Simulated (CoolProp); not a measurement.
Vapour-liquid equilibrium of diethyl ether (1) + benzene (2) at 405.3 K; x and y are mole fractions of (1).

Computed with CoolProp (multi-fluid Helmholtz-energy mixture model, Thol 2014 and Thol 2012; pair parameters Bell 2016).

| x | bubble pressure (kPa) | y at the bubble point | dew pressure at overall composition x (kPa) | liquid density (mol/L) |
|---|---|---|---|---|
| 0.05 | 438.3 | 0.129 | 412.6 | 9.534 |
| 0.15 | 519.7 | 0.327 | 445.8 | 9.343 |
| 0.25 | 601.7 | 0.474 | 484.8 | 9.149 |
| 0.35 | 684.8 | 0.589 | 531.0 | 8.952 |
| 0.45 | 769.4 | 0.681 | 586.5 | 8.750 |
| 0.55 | 855.9 | 0.758 | 654.3 | 8.542 |
| 0.65 | 944.8 | 0.824 | 738.6 | 8.328 |
| 0.75 | 1036 | 0.881 | 845.7 | 8.104 |
| 0.85 | 1132 | 0.932 | 984.9 | 7.869 |
| 0.95 | 1231 | 0.978 | 1169 | 7.618 |

No azeotrope shows between x = 0.05 and 0.95.

The pair parameters rest on a limited set of measurements; away from them the model extrapolates.
